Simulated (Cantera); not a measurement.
A Cantera script and what it prints.

```python
import numpy as np
import cantera as ct

gas_names = """
    C CN CO CO2 C2 CCN CNC C2N2 C2O C3 C3O2 C4 C4N2 C5 N NCO NO NO2 NO3 N2 N2O O O2 O3 Si SiC SiC2 SiN
    SiO SiO2 Si2 Si2C Si2N Si3
""".split()
cond_names = """
    C(gr) Si(cr) Si(L) SiC(b) SiO2(Lqz) SiO2(hqz) SiO2(L) Si2N2O(s) Si3N4(a)
""".split()


# ... load() reads the species with a 1 bar reference pressure and builds the phases ...
atoms = {
    'Si3N4': {'Si': 3, 'N': 4},
    'CO2': {'C': 1, 'O': 2},
    'N2': {'N': 2},
}
top_T = {'C(gr)': 4500, 'SiC(b)': 3050, 'Si2N2O(s)': 2100, 'Si3N4(a)': 2400}  # K; cautious upper limits of use, not melting points


# ... equilibrate(T, P, feed) seeds the gas with the atoms and calls Mixture.equilibrate('TP', solver="vcs", rtol=1e-11, max_steps=5000) ...
results = []
feed = {'Si3N4': 1, 'CO2': 0.12, 'N2': 9.6}  # mol
T = 2050  # K
P = 1333.22  # Pa
mix = equilibrate(T, P, feed)
results.append((T, P, feed, dict(zip(mix.species_names, mix.species_moles))))
x = sorted(zip(gas.X, gas.species_names), reverse=True)
print(f"T = {T:g} K  P = {P:g} Pa  gas = {mix.phase_moles(0):.4g} mol")
print("   x: " + "  ".join(f"{s} {v:.3e}" for v, s in x if v > 0.001))
print("   condensed (mol): " + ("  ".join(f"{mix.phase(i).name} {mix.phase_moles(i):.4g}"
      for i in range(1, mix.n_phases) if mix.phase_moles(i) > 1e-12) or "none"))
```

Result:

```
T = 2050 K  P = 1333.22 Pa  gas = 11.91 mol
   x: N2 9.734e-01  SiO 1.425e-02  CO 5.894e-03  Si 5.797e-03
   condensed (mol): Si(L) 2.701  SiC(b) 0.04742
```

Equilibrium computed with Cantera from the NASA thermochemical tables; the gas is ideal and each condensed phase is pure. Mutual solubility and eutectic melting of coexisting phases are not modelled. The tables' values for SiN are old estimates; treat these amounts as uncertain.
